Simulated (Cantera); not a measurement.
Thermodynamics of nitride etching, feed Si₃N₄ + HCl + H₂

A closed system holds: 1 mol Si₃N₄, 6.6 mol HCl, a varied amount of H₂, equilibrated at 1823 K and 69.8 Torr.

These are equilibrium values from Cantera (NASA tables, ideal gas, pure condensed phases), not measurements of a reactor. Candidate condensed phases: NH₄Cl, Si, Si₃N₄; 28 gas species. Mutual solubility and eutectic melting of coexisting phases are not modelled. The tables' values for SiCl₃, SiCl are old estimates; treat these amounts as uncertain. Gases not in the tables: Si₂H₆ and higher silanes. The numbers say what is thermodynamically allowed, not how fast it happens.

At 3 mol H₂ the condensed part is Si(l) + Si₃N₄(s). From 9.5 mol H₂ to 42 mol H₂ the condensed part is Si(l). The main Si-bearing gas is SiCl₂ throughout. The share of Si in condensed phases is highest at 42 mol H₂ (59.3 %) and lowest at 3 mol H₂ (24.2 %).

| n(H₂) (mol) | x H₂ | x SiCl₂ | x HCl | x N₂ | x SiCl₃ | x H | x SiCl₄ | n Si(l) | n Si₃N₄(s) |
|---|---|---|---|---|---|---|---|---|---|
| 3 | 0.479 | 0.197 | 0.177 | 0.137 | 0.00704 | 0.000983 | 0.000389 | 0.00679 | 0.240 |
| 9.5 | 0.633 | 0.104 | 0.148 | 0.111 | 0.00269 | 0.00113 | 0.000108 | 1.06 | 0 |
| 16 | 0.720 | 0.0678 | 0.128 | 0.0813 | 0.00142 | 0.00121 | 4.60e-5 | 1.29 | 0 |
| 22 | 0.769 | 0.0497 | 0.113 | 0.0653 | 0.000892 | 0.00125 | 2.47e-5 | 1.44 | 0 |
| 29 | 0.808 | 0.0368 | 0.0997 | 0.0532 | 0.000569 | 0.00128 | 1.36e-5 | 1.58 | 0 |
| 35 | 0.832 | 0.0296 | 0.0906 | 0.0458 | 0.000409 | 0.00130 | 8.75e-6 | 1.68 | 0 |
| 42 | 0.853 | 0.0236 | 0.0820 | 0.0395 | 0.000292 | 0.00131 | 5.58e-6 | 1.78 | 0 |
x: gas mole fraction; n: condensed amount in mol.
